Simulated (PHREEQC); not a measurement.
0.06 g of hydrous ferric oxide (600 m²/g; 0.2 weak and 0.005 strong sites per Fe, Dzombak-Morel constants, diffuse double layer) in 1 kg of water with 0.05 mol/kgw of an inert sodium salt and 7.9e-06 mol/kgw MgCl2 and 4e-05 mol/kgw CaCl2, at 25 °C; the pH is set by adding NaOH or the inert anion's acid. O2 is buffered at 0.21 atm. The system is closed to CO2. No solid was allowed to form.

Base run: PHREEQC, ion-association model, wateq4f.dat. Each further column changes one thing. The table gives Ca sorbed (%).

```csv
pH,base,no electrostatic term (-no_edl),background salt from 0.05 to 0.005 mol/kgw,oxide from 0.06 to 0.3 g/kgw,0.00028 mol/kgw NaH2PO4 added
4,0.0,0.0,0.0,0.0,0.0
4.75,0.0,0.0,0.0,0.0,0.0
5.5,0.0,0.2,0.0,0.0,0.3
6.25,0.0,1.1,0.0,0.1,2.3
7,0.2,3.1,0.2,0.8,6.6
7.75,2.1,4.9,2.5,9.7,8.5
8.5,9.6,6.3,11.7,41.3,16.5
9.25,34.8,7.5,43.9,86.7,46.9
10,75.5,7.2,84.6,99.1,72.6
```

 In at least one series the solution becomes supersaturated in solids that the run did not let form, among them Hydroxyapatite. H3PO4, which wateq4f.dat lacks, is added to it with the constant of phreeqc.dat.
